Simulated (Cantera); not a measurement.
An adiabatic, constant-pressure homogeneous reactor starts with CH4 : H2 : O2 : N2 : CO2 = 1 : 0.19 : 3.95 : 14.9 : 0.83 (molar parts), at 1400 K and 0.405 atm. Integrator tolerance rtol = 1e-08.

Model: GRI-Mech 3.0 (53 species, 325 reactions), integrated in Cantera.

### Question
What does this change do: initial temperature 1400 to 1375 K?

### Answer
```csv
quantity,before,after
time of steepest temperature rise,2.05 ms,2.51 ms
temperature at 0.800 s,2315 K,2300 K
equilibrium temperature,2315 K,2300 K
x(CH4) at 0.800 s,<1e-12 (gas-phase equilibrium <1e-12),<1e-12 (gas-phase equilibrium <1e-12)
x(H2) at 0.800 s,0.00122 (gas-phase equilibrium 0.00122),0.00112 (gas-phase equilibrium 0.00112)
x(O2) at 0.800 s,0.0842 (gas-phase equilibrium 0.0842),0.0843 (gas-phase equilibrium 0.0843)
x(H2O) at 0.800 s,0.0993 (gas-phase equilibrium 0.0993),0.0997 (gas-phase equilibrium 0.0997)
x(O) at 0.800 s,0.00247 (gas-phase equilibrium 0.00247),0.00226 (gas-phase equilibrium 0.00226)
x(OH) at 0.800 s,0.00770 (gas-phase equilibrium 0.00770),0.00729 (gas-phase equilibrium 0.00729)
x(NO) at 0.800 s,0.00975 (gas-phase equilibrium 0.00975),0.00944 (gas-phase equilibrium 0.00945)
```

### Question
What does this change do: initial temperature 1400 to 1275 K?

### Answer
| quantity | before | after |
|---|---|---|
| time of steepest temperature rise | 2.05 ms | 6.20 ms |
| temperature at 0.800 s | 2315 K | 2236 K |
| equilibrium temperature | 2315 K | 2235 K |
| x(CH4) at 0.800 s | <1e-12 (gas-phase equilibrium <1e-12) | <1e-12 (gas-phase equilibrium <1e-12) |
| x(H2) at 0.800 s | 0.00122 (gas-phase equilibrium 0.00122) | 0.000775 (gas-phase equilibrium 0.000774) |
| x(O2) at 0.800 s | 0.0842 (gas-phase equilibrium 0.0842) | 0.0849 (gas-phase equilibrium 0.0847) |
| x(H2O) at 0.800 s | 0.0993 (gas-phase equilibrium 0.0993) | 0.101 (gas-phase equilibrium 0.101) |
| x(O) at 0.800 s | 0.00247 (gas-phase equilibrium 0.00247) | 0.00155 (gas-phase equilibrium 0.00154) |
| x(OH) at 0.800 s | 0.00770 (gas-phase equilibrium 0.00770) | 0.00576 (gas-phase equilibrium 0.00575) |
| x(NO) at 0.800 s | 0.00975 (gas-phase equilibrium 0.00975) | 0.00800 (gas-phase equilibrium 0.00827) |
